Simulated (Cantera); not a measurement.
A closed system holds: 1 mol V2O5, 1.8 mol H2, at 1.20 bar.

Method: chemical equilibrium by Gibbs-energy minimisation in Cantera with the NASA 1993 tables (ideal gas, pure condensed phases). Candidate condensed phases: H2O, V, VO, V2O3, V2O4, V2O5; 12 gas species. Mutual solubility and eutectic melting of coexisting phases are not modelled. Condensed phases not in the tables: the oxides between V2O3 and V2O5 other than VO2. Equilibrium is a limit: real reactors are often held back by kinetics, nucleation or transport. All values below are at 2100 K.

Base state: H2O 0.953, H2 0.0438, OH 0.00154, VO2 0.00111, H 0.000596, O2 0.000138, O 1.49e-5 (mole fractions); condensed: V2O3(s) + V2O4(l).

What changes in the equilibrium state with this change: V2O5 replaced by Al2O3?


```csv
species,before,after
H2,0.0438,0.997
H,0.000596,0.00284
H2O,0.953,0.000240
Al,0,7.80e-5
VO2,0.00111,0
O2,0.000138,<1e-9
Al2O,0,4.36e-5
"V2O3(s), mol",0.722,0
"V2O4(l), mol",0.277,0
"Al2O3(s), mol",0,1.000
```
The tables' values for AlOH are old estimates; treat these amounts as uncertain. Further candidate phases: Al, Al2O3.
